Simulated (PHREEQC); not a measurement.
A solution holds 4.7 mmol/kgw CuSO4, 52 mmol/kgw HCl and 7.6 mmol/kgw NaCl, at 25 °C. Closed to the air; pH follows from the charge balance.

Equilibrium calculation in PHREEQC: ion-association model, wateq4f.dat.

No solid was allowed to form.

### Question
Predict the pH.

### Answer
pH 1.39.

### Question
In which forms is Cu present?

### Answer
Cu+2 89 %, CuCl+ 6.2 %, CuSO4 4.7 % of the Cu.
